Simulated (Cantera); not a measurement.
Feed: 1 mol SiHCl3, 9.4 mol NH3, held at 1350 K and 0.920 bar.

Equilibrium computed with Cantera from the NASA thermochemical tables; the gas is ideal and each condensed phase is pure. Candidate condensed phases: NH4Cl, Si, Si3N4; 28 gas species. The tables' values for SiCl3 are old estimates; treat these amounts as uncertain. Equilibrium is a limit: real reactors are often held back by kinetics, nucleation or transport.

Base state: H2 0.652, N2 0.201, HCl 0.147, SiCl4 0.000344, SiHCl3 8.72e-5, SiCl3 5.39e-5, SiCl2 4.21e-5, NH3 2.22e-5 (mole fractions); condensed: Si3N4(s).

**Question.** What changes in the equilibrium state with this change: NH3 from 9.4 to 1.8 mol?

**Answer.** 
| species | before | after |
|---|---|---|
| H2 | 0.652 | 0.467 |
| HCl | 0.147 | 0.384 |
| N2 | 0.201 | 0.0887 |
| SiCl4 | 0.000344 | 0.0536 |
| SiCl3 | 5.39e-5 | 0.00272 |
| SiHCl3 | 8.72e-5 | 0.00373 |
| SiCl2 | 4.21e-5 | 0.000691 |
| SiH2Cl2 | 3.22e-6 | 3.79e-5 |
| NH3 | 2.22e-5 | 8.93e-6 |
| Si3N4(s), mol | 0.330 | 0.235 |

**Question.** What changes in the equilibrium state with this change: pressure from 0.920 bar to 0.00460 bar?

**Answer.** 
```
species          before    after
-------------  --------  -------
H2                0.652    0.652
N2                0.201    0.201
HCl               0.147    0.145
SiCl2           4.21e-5  0.00140
NH3             2.22e-5  1.11e-7
H               2.01e-6  2.84e-5
SiCl4          0.000344  5.60e-5
SiHCl3          8.72e-5  1.44e-5
Si3N4(s), mol     0.330    0.323
```
